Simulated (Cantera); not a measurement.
A Cantera script and what it prints.

```python
import numpy as np
import cantera as ct

gas_names = """
    H HO2 H2 H2O H2O2 O OH O2 O3
""".split()
cond_names = """
    H2O(s) H2O(L)
""".split()


def load(file, names, dense=False):
    # The tables refer to 1 bar. Condensed volumes are neglected.
    table = {s.name: s for s in ct.Species.list_from_file(file)}
    out = []
    for n in names:
        d = dict(table[n].input_data)
        d["thermo"] = dict(d["thermo"], **{"reference-pressure": 1e5})
        if dense:
            d["equation-of-state"] = {"model": "constant-volume", "density": "1e6 g/cm^3"}
        out.append(ct.Species.from_dict(d))
    return out


gas = ct.Solution(thermo="ideal-gas", species=load("nasa_gas.yaml", gas_names))
cond = {s.name: ct.Solution(thermo="fixed-stoichiometry", species=[s], name=s.name)
        for s in load("nasa_condensed.yaml", cond_names, dense=True)}
atoms = {
    'H2O': {'H': 2, 'O': 1},
    'O2': {'O': 2},
    'H2': {'H': 2},
}
top_T = {}  # K; cautious upper limits of use, not melting points


def equilibrate(T, P, feed):
    n = {}
    for name, mol in feed.items():
        for a, k in atoms[name].items():
            n[a] = n.get(a, 0.0) + k * mol
    gas.TPX = T, P, n
    mass = sum(n.values()) * gas.mean_molecular_weight
    gas.equilibrate("TP")
    valid = [c for c in cond.values() if c.min_temp <= T <= top_T.get(c.name, c.max_temp)]
    mix = ct.Mixture([(gas, mass / gas.mean_molecular_weight)] + [(c, 0.0) for c in valid])
    mix.T, mix.P = T, P
    mix.equilibrate("TP", solver="vcs", rtol=1e-11, max_steps=5000)
    return mix


results = []
feed = {'H2O': 1, 'O2': 0.13, 'H2': 0.69}  # mol
T = 948  # K
P = 100000  # Pa
mix = equilibrate(T, P, feed)
results.append((T, P, feed, dict(zip(mix.species_names, mix.species_moles))))
print(gas.report(threshold=1e-05))
for i in range(1, mix.n_phases):
    print(f"{mix.phase(i).name:16s} {mix.phase_moles(i):12.5e} mol")
```

Output:

```
       temperature   948 K
          pressure   1e+05 Pa
           density   0.17691 kg/m^3
  mean mol. weight   13.944 kg/kmol
   phase of matter   gas

                          1 kg             1 kmol
                     ---------------   ---------------
          enthalpy       -1.1304e+07       -1.5763e+08  J
   internal energy        -1.187e+07       -1.6551e+08  J
           entropy             15669        2.1849e+05  J/K
    Gibbs function       -2.6159e+07       -3.6476e+08  J
 heat capacity c_p            2720.3             37933  J/K
 heat capacity c_v              2124             29618  J/K

                      mass frac. Y      mole frac. X     chem. pot. / RT
                     ---------------   ---------------   ---------------
                H2          0.036786           0.25444           -18.743
               H2O           0.96321           0.74556           -55.674
     [   +7 minor]        2.0487e-11         2.656e-10
```

Cantera equilibrium calculation (NASA polynomials, part measured and part estimated; ideal gas, pure solids and liquids).
